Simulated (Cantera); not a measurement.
Feed: 1 mol SiF₄, 0.073 mol O₂, 2.8 mol N₂, equilibrated at 1500 K and 0.000130 bar.

These are equilibrium values from Cantera (NASA tables, ideal gas, pure condensed phases), not measurements of a reactor. Candidate condensed phases: Si, SiO₂, Si₂N₂O, Si₃N₄; 28 gas species. The tables' values for SiF₃ are old estimates; treat these amounts as uncertain. Equilibrium is a limit: real reactors are often held back by kinetics, nucleation or transport.

Problem. What is the equilibrium state?

Solution. 
| Item | Value |
|---|---|
| x(N₂) | 0.723 |
| x(SiF₄) | 0.258 |
| x(O₂) | 0.0186 |
| x(NO) | 0.000349 |
| x(O) | 4.86e-5 |
| x(F) | 1.77e-5 |
| x(SiF₃) | 1.76e-5 |
| gas amount | 3.873 mol |
| log10 activity of Si(s) (absent) | -16.91 |
